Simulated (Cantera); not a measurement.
An isothermal, constant-pressure homogeneous reactor starts with CH₄ : N₂ = 1 : 2.5 (molar parts), at 1250 K and 735 Torr.

Model: GRI-Mech 3.0 (53 species, 325 reactions), integrated in Cantera. GRI-Mech 3.0 stops at C3 and has no aromatics, soot or wall deposition, so with more carbon than oxygen in the feed, carbon stays in small species such as C2H2 where larger ones or solid carbon would form.

x: mole fraction; the columns are a selection and need not sum to one.

```
t (s)     x CH₄     x C₂H      x H₂    x C₂H₂   x HCN    x C₂H₆       x H
--------  -----  --------  --------  --------  ------  --------  --------
3.00e-5   0.286    <1e-12   6.22e-9    <1e-12  <1e-12    <1e-12  8.93e-11
9.49e-5   0.286    <1e-12       ___    <1e-12  <1e-12  2.34e-12  8.93e-11
0.000300  0.286    <1e-12   6.30e-8    <1e-12  <1e-12  7.36e-11  8.94e-11
0.000949  0.286    <1e-12   2.00e-7    <1e-12  <1e-12   2.30e-9  8.96e-11
0.00300   0.286    <1e-12       ___    <1e-12  <1e-12       ___  9.15e-11
0.00949   0.286    <1e-12   2.07e-6  1.44e-11  <1e-12   9.72e-7  9.67e-11
0.0300    0.286    <1e-12   6.77e-6  3.85e-10  <1e-12   5.17e-6  1.01e-10
0.0949    0.286    <1e-12   2.21e-5   6.80e-9  <1e-12   1.83e-5  1.13e-10
0.300     0.286    <1e-12   7.59e-5   1.50e-7  <1e-12   5.66e-5  1.62e-10
0.949     0.285    <1e-12  0.000302   4.65e-6  <1e-12  0.000141  3.95e-10
3.00      0.284    <1e-12   0.00137  0.000114  <1e-12  0.000202   1.41e-9
9.49      0.280    <1e-12   0.00564   0.00119  <1e-12  0.000185   4.97e-9
30.0      0.268  1.23e-12    0.0192   0.00540  <1e-12  0.000139   1.51e-8
```

**Question.** Complete the blanks.

**Answer.** 
- 9.49e-5, x H₂: 1.99e-8
- 0.00300, x H₂: 6.36e-7
- 0.00300, x C₂H₆: 6.46e-8
